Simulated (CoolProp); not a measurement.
n-perfluorohexane along the isobar 0.705 MPa: Z from the reference equation and from simpler models built on Tc = 448.0 K, pc = 1.742 MPa, ω = 0.497; each cubic takes its own stable root.

Model: reference Helmholtz-energy equation of state, Gao 2022, in CoolProp.

| T (K) | phase | reference | van der Waals | Peng-Robinson |
|---|---|---|---|---|
| 220.6 | liquid | 0.06859 | 0.1242 | 0.07155 |
| 229.5 | liquid | 0.06680 | 0.1207 | 0.06937 |
| 238.4 | liquid | 0.06516 | 0.1175 | 0.06740 |
| 247.2 | liquid | 0.06367 | 0.1146 | 0.06563 |
| 256.1 | liquid | 0.06229 | 0.1119 | 0.06401 |
| 264.9 | liquid | 0.06105 | 0.1096 | 0.06256 |
| 273.8 | liquid | 0.05990 | 0.1074 | 0.06124 |
| 282.7 | liquid | 0.05885 | 0.1055 | 0.06007 |
| 291.5 | liquid | 0.05791 | 0.1038 | 0.05904 |
